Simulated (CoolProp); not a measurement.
A single-stage vapour-compression cycle with the fluid: evaporating at 237.15 K (dew point), condensing at 267.15 K (bubble point), superheat 2 K, subcooling 8 K, compressor efficiency 0.6, no pressure losses. The same conditions are run with several fluids, on thermodynamics alone (safety and materials aside).

Values from CoolProp's reference Helmholtz-energy equation of state of each fluid (CH2F2 (R32): Tillner-Roth 1997; R227EA: Lemmon 2016; R142b: Lemmon 2006; sulfur dioxide: Gao 2016; R115: Lemmon 2016; nitrous oxide: Lemmon 2006).

| fluid | cooling COP | pressure ratio | discharge temperature (K) | refrigerating effect (kJ/kg) | volumetric capacity (kJ/m³) |
|---|---|---|---|---|---|
| CH2F2 (R32) | 4.30 | 3.15 | 334.1 | 330 | 1950 |
| R227EA | 4.42 | 3.90 | 278.0 | 118 | 411 |
| R142b | 4.50 | 3.90 | 301.4 | 213 | 322 |
| sulfur dioxide | 4.27 | 4.43 | 381.7 | 383 | 340 |
| R115 | 4.38 | 3.11 | 279.1 | 104 | 991 |
| nitrous oxide | 4.07 | 2.47 | 320.6 | 264 | 7280 |
